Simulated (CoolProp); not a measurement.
A single-stage vapour-compression cycle with the fluid: evaporating at 193.15 K (dew point), condensing at 234.15 K (bubble point), superheat 10 K, subcooling 5 K, compressor efficiency 0.6, no pressure losses. The same conditions are run with several fluids, on thermodynamics alone (safety and materials aside).

The numbers come from the reference Helmholtz-energy equation of state of each fluid (C2F6 (R116): Lemmon 2006; carbonyl sulfide: Lemmon 2006; R125: Lemmon 2005; propylene: Lemmon 2013; CH3F (R41): Lemmon 2006; hydrogen chloride: Thol 2018) in CoolProp.

| fluid | cooling COP | pressure ratio | discharge temperature (K) | refrigerating effect (kJ/kg) | volumetric capacity (kJ/m³) |
|---|---|---|---|---|---|
| C2F6 (R116) | 2.33 | 6.13 | 265.6 | 88.3 | 683 |
| carbonyl sulfide | 2.34 | 8.30 | 386.9 | (withheld) | 208 |
| R125 | 2.45 | 10.0 | 290.8 | 147 | 163 |
| propylene | 2.44 | 8.45 | 323.2 | (withheld) | 179 |
| CH3F (R41) | 2.28 | 6.45 | 373.5 | 425 | (withheld) |
| hydrogen chloride | 2.22 | (withheld) | 420.7 | 386 | (withheld) |

### Question
Fill in the missing entries.

### Answer

- carbonyl sulfide, refrigerating effect (kJ/kg): 292
- propylene, refrigerating effect (kJ/kg): 407
- CH3F (R41), volumetric capacity (kJ/m³): 819
- hydrogen chloride, pressure ratio: 5.95
- hydrogen chloride, volumetric capacity (kJ/m³): 1140
